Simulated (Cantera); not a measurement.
Input (Python, Cantera) and output of one run.

```python
import numpy as np
import cantera as ct

gas_names = """
    Fe FeO Fe(OH)2 H HO2 H2 H2O H2O2 H2S H2SO4 O OH O2 O3 S SH SO SO2 SO3 S2 S2O S8
""".split()
cond_names = """
    Fe(a) Fe(c) Fe(d) Fe(L) FeO(s) FeO(L) Fe(OH)2(s) Fe(OH)3(s) FeS(a) FeS(b) FeS(c) FeS(L) FeSO4(s)
    FeS2(s) Fe2O3(s) Fe2S3O12(s) Fe3O4(s) H2O(s) H2O(L) H2SO4(L) S(cr1) S(cr2) S(L)
""".split()


def load(file, names, dense=False):
    # The tables refer to 1 bar. Condensed volumes are neglected.
    table = {s.name: s for s in ct.Species.list_from_file(file)}
    out = []
    for n in names:
        d = dict(table[n].input_data)
        d["thermo"] = dict(d["thermo"], **{"reference-pressure": 1e5})
        if dense:
            d["equation-of-state"] = {"model": "constant-volume", "density": "1e6 g/cm^3"}
        out.append(ct.Species.from_dict(d))
    return out


gas = ct.Solution(thermo="ideal-gas", species=load("nasa_gas.yaml", gas_names))
cond = {s.name: ct.Solution(thermo="fixed-stoichiometry", species=[s], name=s.name)
        for s in load("nasa_condensed.yaml", cond_names, dense=True)}
atoms = {
    'FeS': {'Fe': 1, 'S': 1},
    'H2': {'H': 2},
    'H2O': {'H': 2, 'O': 1},
}
top_T = {'FeSO4(s)': 950, 'FeS2(s)': 1010, 'Fe2O3(s)': 1830, 'Fe2S3O12(s)': 1100, 'Fe3O4(s)': 1870}  # K; cautious upper limits of use, not melting points


def equilibrate(T, P, feed):
    n = {}
    for name, mol in feed.items():
        for a, k in atoms[name].items():
            n[a] = n.get(a, 0.0) + k * mol
    gas.TPX = T, P, n
    mass = sum(n.values()) * gas.mean_molecular_weight
    gas.equilibrate("TP")
    valid = [c for c in cond.values() if c.min_temp <= T <= top_T.get(c.name, c.max_temp)]
    mix = ct.Mixture([(gas, mass / gas.mean_molecular_weight)] + [(c, 0.0) for c in valid])
    mix.T, mix.P = T, P
    mix.equilibrate("TP", solver="vcs", rtol=1e-11, max_steps=5000)
    return mix


results = []
feed = {'FeS': 1, 'H2': 1.9, 'H2O': 0.11}  # mol
P = 53  # Pa
for T in [1373, 1473, 1573, 1673, 1773, 1873, 1973]:
    mix = equilibrate(T, P, feed)
    results.append((T, P, feed, dict(zip(mix.species_names, mix.species_moles))))
    x = sorted(zip(gas.X, gas.species_names), reverse=True)
    print(f"T = {T:g} K  P = {P:g} Pa  gas = {mix.phase_moles(0):.4g} mol")
    print("   x: " + "  ".join(f"{s} {v:.3e}" for v, s in x if v > 0.0001))
    print("   condensed (mol): " + ("  ".join(f"{mix.phase(i).name} {mix.phase_moles(i):.4g}"
          for i in range(1, mix.n_phases) if mix.phase_moles(i) > 1e-12) or "none"))
```

Output:

```
T = 1373 K  P = 53 Pa  gas = 2.018 mol
   x: H2 9.320e-01  H2O 5.448e-02  H2S 9.160e-03  S2 3.601e-03  SH 5.410e-04  H 1.396e-04
   condensed (mol): Fe(c) 0.03417  FeS(c) 0.9658
T = 1473 K  P = 53 Pa  gas = 2.059 mol
   x: H2 9.088e-01  H2O 5.323e-02  S2 2.203e-02  H2S 1.289e-02  SH 2.055e-03  H 5.239e-04  S 1.907e-04  Fe 1.577e-04  SO 1.135e-04
   condensed (mol): Fe(c) 0.1219  FeS(L) 0.8778
T = 1573 K  P = 53 Pa  gas = 2.198 mol
   x: H2 8.477e-01  S2 7.869e-02  H2O 4.917e-02  H2S 1.419e-02  SH 5.514e-03  H 1.626e-03  Fe 1.240e-03  S 1.112e-03  SO 5.722e-04  SO2 1.475e-04
   condensed (mol): Fe(c) 0.3905  FeS(L) 0.6068
T = 1673 K  P = 53 Pa  gas = 2.528 mol
   x: H2 7.345e-01  S2 1.826e-01  H2O 4.069e-02  H2S 1.238e-02  SH 1.097e-02  Fe 7.572e-03  S 4.575e-03  H 4.240e-03  SO 1.995e-03  SO2 3.888e-04
   condensed (mol): Fe(d) 0.9809
T = 1773 K  P = 53 Pa  gas = 2.631 mol
   x: H2 7.070e-01  S2 1.713e-01  Fe 3.731e-02  H2O 3.661e-02  SH 1.408e-02  S 1.070e-02  H 1.039e-02  H2S 7.992e-03  SO 3.925e-03  SO2 5.819e-04
   condensed (mol): Fe(d) 0.9018
T = 1873 K  P = 53 Pa  gas = 3.032 mol
   x: H2 6.113e-01  Fe 1.492e-01  S2 1.407e-01  H2O 2.829e-02  H 2.192e-02  S 2.132e-02  SH 1.551e-02  SO 6.360e-03  H2S 4.509e-03  SO2 7.017e-04
   condensed (mol): Fe(L) 0.5474
T = 1973 K  P = 53 Pa  gas = 3.667 mol
   x: H2 4.978e-01  Fe 2.725e-01  S2 1.042e-01  H 4.135e-02  S 3.727e-02  H2O 1.955e-02  SH 1.532e-02  SO 8.670e-03  H2S 2.353e-03  SO2 6.893e-04  FeO 1.998e-04  OH 1.542e-04
   condensed (mol): none
```

Equilibrium computed with Cantera from the NASA thermochemical tables; the gas is ideal and each condensed phase is pure. Metal and sulfide melt together well below either melting point, which pure phases cannot show. Mutual solubility and eutectic melting of coexisting phases are not modelled. FeS: taken at fixed stoichiometry.
